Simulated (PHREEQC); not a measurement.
Synthetic water in mmol/kgw, 85 °C, pH 4.06:

```tsv
constituent	mmol/kgw
Na	78.9
K	8.01
Ca	4.22
Mg	9.19
Cl	25.6
S(6)	41.1
```

Valence states are taken as typed.

Computed with PHREEQC (Pitzer model, pitzer.dat).

Task: The ionic strength comes out as 0.164 mol/kgw. What activity coefficients do Cl-, H+, Na+, Mg+2, HSO4- get?

Result: Cl- 0.71, H+ 0.68, Na+ 0.72, Mg+2 0.18, HSO4- 0.71. Single-ion values are on the MacInnes scale.

This is a speciation only: nothing precipitates in the calculation. Complexes and solids missing from the database can't appear. Away from 25 °C the constants follow the database's enthalpies or fits; those with neither stay at their 25 °C values.
